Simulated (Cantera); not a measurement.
Input (Python, Cantera) and output of one run.

```python
import numpy as np
import cantera as ct

gas_names = """
    CL CL2 H HCL H2 N NH NH2 NH3 N2 N2H2 N2H4 Si SiCL SiCL2 SiCL3 SiCL4 SiH SiHCL3 SiH2 SiH2CL2 SiH3
    SiH3CL SiH4 SiN Si2 Si2N Si3
""".split()
cond_names = """
    NH4CL(a) NH4CL(b) Si(cr) Si(L) Si3N4(a)
""".split()


# ... load() reads the species with a 1 bar reference pressure and builds the phases ...
atoms = {
    'SiHCl3': {'Si': 1, 'H': 1, 'CL': 3},
    'N2': {'N': 2},
    'H2': {'H': 2},
}
top_T = {'Si3N4(a)': 2400}  # K; cautious upper limits of use, not melting points


# ... equilibrate(T, P, feed) seeds the gas with the atoms and calls Mixture.equilibrate('TP', solver="vcs", rtol=1e-11, max_steps=5000) ...
results = []
P = 5.3  # Pa
for T in [873, 973, 1073, 1173, 1273, 1373, 1473, 1573, 1673, 1773, 1873, 1973, 2073, 2173]:
    for m in [0.84, 1.3, 1.7, 2.1, 2.5, 2.9, 3.3, 3.7, 4.1]:
        feed = {'SiHCl3': 1, 'N2': 1, 'H2': m}  # mol
        mix = equilibrate(T, P, feed)
        results.append((T, P, feed, dict(zip(mix.species_names, mix.species_moles))))

for T, P, feed, n in results:
    print(f"{T:7g} {feed['H2']:10.4g}  " + (" + ".join(c for c in cond_names if n.get(c, 0) > 1e-12) or "gas only"))
```

Result:

```
    873       0.84  Si3N4(a)
    873        1.3  Si3N4(a)
    873        1.7  Si3N4(a)
    873        2.1  Si3N4(a)
    873        2.5  Si3N4(a)
    873        2.9  Si3N4(a)
    873        3.3  Si3N4(a)
    873        3.7  Si3N4(a)
    873        4.1  Si3N4(a)
    973       0.84  Si3N4(a)
    973        1.3  Si3N4(a)
    973        1.7  Si3N4(a)
    973        2.1  Si3N4(a)
    973        2.5  Si3N4(a)
    973        2.9  Si3N4(a)
    973        3.3  Si3N4(a)
    973        3.7  Si3N4(a)
    973        4.1  Si3N4(a)
   1073       0.84  Si3N4(a)
   1073        1.3  Si3N4(a)
   1073        1.7  Si3N4(a)
   1073        2.1  Si3N4(a)
   1073        2.5  Si3N4(a)
   1073        2.9  Si3N4(a)
   1073        3.3  Si3N4(a)
   1073        3.7  Si3N4(a)
   1073        4.1  Si3N4(a)
   1173       0.84  Si3N4(a)
   1173        1.3  Si3N4(a)
   1173        1.7  Si3N4(a)
   1173        2.1  Si3N4(a)
   1173        2.5  Si3N4(a)
   1173        2.9  Si3N4(a)
   1173        3.3  Si3N4(a)
   1173        3.7  Si3N4(a)
   1173        4.1  Si3N4(a)
   1273       0.84  Si3N4(a)
   1273        1.3  Si3N4(a)
   1273        1.7  Si3N4(a)
   1273        2.1  Si3N4(a)
   1273        2.5  Si3N4(a)
   1273        2.9  Si3N4(a)
   1273        3.3  Si3N4(a)
   1273        3.7  Si3N4(a)
   1273        4.1  Si3N4(a)
   1373       0.84  gas only
   1373        1.3  Si3N4(a)
   1373        1.7  Si3N4(a)
   1373        2.1  Si3N4(a)
   1373        2.5  Si3N4(a)
   1373        2.9  Si3N4(a)
   1373        3.3  Si3N4(a)
   1373        3.7  Si3N4(a)
   1373        4.1  Si3N4(a)
   1473       0.84  gas only
   1473        1.3  gas only
   1473        1.7  gas only
   1473        2.1  gas only
   1473        2.5  gas only
   1473        2.9  gas only
   1473        3.3  Si(cr)
   1473        3.7  Si(cr)
   1473        4.1  Si(cr)
   1573       0.84  gas only
   1573        1.3  gas only
   1573        1.7  gas only
   1573        2.1  gas only
   1573        2.5  gas only
   1573        2.9  gas only
   1573        3.3  gas only
   1573        3.7  Si(cr)
   1573        4.1  Si(cr)
   1673       0.84  gas only
   1673        1.3  gas only
   1673        1.7  gas only
   1673        2.1  gas only
   1673        2.5  gas only
   1673        2.9  gas only
   1673        3.3  gas only
   1673        3.7  gas only
   1673        4.1  gas only
   1773       0.84  gas only
   1773        1.3  gas only
   1773        1.7  gas only
   1773        2.1  gas only
   1773        2.5  gas only
   1773        2.9  gas only
   1773        3.3  gas only
   1773        3.7  gas only
   1773        4.1  gas only
   1873       0.84  gas only
   1873        1.3  gas only
   1873        1.7  gas only
   1873        2.1  gas only
   1873        2.5  gas only
   1873        2.9  gas only
   1873        3.3  gas only
   1873        3.7  gas only
   1873        4.1  gas only
   1973       0.84  gas only
   1973        1.3  gas only
   1973        1.7  gas only
   1973        2.1  gas only
   1973        2.5  gas only
   1973        2.9  gas only
   1973        3.3  gas only
   1973        3.7  gas only
   1973        4.1  gas only
   2073       0.84  gas only
   2073        1.3  gas only
   2073        1.7  gas only
   2073        2.1  gas only
   2073        2.5  gas only
   2073        2.9  gas only
   2073        3.3  gas only
   2073        3.7  gas only
   2073        4.1  gas only
   2173       0.84  gas only
   2173        1.3  gas only
   2173        1.7  gas only
   2173        2.1  gas only
   2173        2.5  gas only
   2173        2.9  gas only
   2173        3.3  gas only
   2173        3.7  gas only
   2173        4.1  gas only
```

Equilibrium computed with Cantera from the NASA thermochemical tables; the gas is ideal and each condensed phase is pure. N2 is the only nitrogen source here; it is nearly inert below about 1500 K, so the nitride shown seldom forms there in practice. The tables' values for SiCl3 are old estimates.
